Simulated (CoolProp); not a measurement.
A simple Rankine cycle with R141b: condensing at 327.15 K, boiler at 0.567 MPa, turbine inlet 405.4 K, turbine efficiency 0.65, pump efficiency 0.8, no recuperator. Each further row changes one setting.

Computed with CoolProp (reference Helmholtz-energy equation of state, Lemmon 2006). It is a short technical equation, of lower accuracy than the large ones.

```tsv
case	thermal efficiency (%)	net work (kJ/kg)	heat in (kJ/kg)	turbine exit temperature (K)	volume ratio over the turbine
as stated	6.1	16.7	275	380.7	2.71
turbine inlet 425.4 K	6.0	17.7	294	400.9	[?]
condensing temperature 319.15 K	[?]	20.6	285	[?]	[?]
boiler pressure 0.397 MPa	4.0	11.2	278	[?]	1.90
turbine efficiency 0.55	[?]	[?]	275	383.7	2.73
```

Task: Fill in the missing entries.

Result: 
- turbine inlet 425.4 K, volume ratio over the turbine: 2.70
- condensing temperature 319.15 K, thermal efficiency (%): 7.3
- condensing temperature 319.15 K, turbine exit temperature (K): 375.4
- condensing temperature 319.15 K, volume ratio over the turbine: 3.44
- boiler pressure 0.397 MPa, turbine exit temperature (K): 389.9
- turbine efficiency 0.55, thermal efficiency (%): 5.1
- turbine efficiency 0.55, net work (kJ/kg): 14.0
